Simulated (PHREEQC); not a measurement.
Make-up at 58 °C: 0.013 mol H3PO4 and 0.00055 mol HCl per kg of water. Closed to the air; pH follows from the charge balance.

Equilibrium calculation in PHREEQC: ion-association model, wateq4f.dat.

```tsv
quantity	before	after
pH	2.22	2.83
ionic strength (mol/kgw)	0.00657	0.00155
H3PO4 (mol/kgw)	0.00698	0.000298
H2PO4- (mol/kgw)	0.00602	0.00100
HPO4-2 (mol/kgw)	9.54e-8	5.69e-8
```

**Question.** Which change was made?
(A) diluted 10-fold with water
(B) HCl from 0.00055 to 5.5e-05 mol/kgw
(C) H3PO4 from 0.013 to 0.0013 mol/kgw
(D) 0.00026 mol/kgw NaBF4 added
(E) H3PO4 from 0.013 to 0.0195 mol/kgw

**Answer.** C, H3PO4 from 0.013 to 0.0013 mol/kgw

This is a speciation only: nothing precipitates in the calculation. H3PO4, which wateq4f.dat lacks, is added to it with the constant of phreeqc.dat. At this temperature some constants are extrapolated from 25 °C, and those without enthalpy data are left unchanged.
